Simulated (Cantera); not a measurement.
A freely propagating, adiabatic, planar premixed flame of H2 : O2 : N2 : H2O = 1 : 0.238 : 0.895 : 0.46 (molar parts), equivalence ratio 2.1, unburnt at 600 K and 760 Torr; mixture-averaged transport, grid criteria slope 0.08 and curve 0.16, no radiation.

Cantera simulation using the H2/O2 subset of GRI-Mech 3.0, which has no nitrogen chemistry; the numbers are that mechanism's predictions, not measurements. Burning velocities carry a grid error of a few per cent, more on coarse grids.

Problem. What does this change do: H2 1 to 1.3 parts?

Solution. 
```json
[
 {"quantity": "laminar burning velocity", "before": "621 cm/s", "after": "571 cm/s"},
 {"quantity": "thermal thickness", "before": "0.390 mm", "after": "0.418 mm"},
 {"quantity": "peak x(O)", "before": "0.00184", "after": "0.00104"},
 {"quantity": "peak x(OH)", "before": "0.00346", "after": "0.00157"},
 {"quantity": "peak x(HO2)", "before": "0.000410", "after": "0.000355"}
]
```
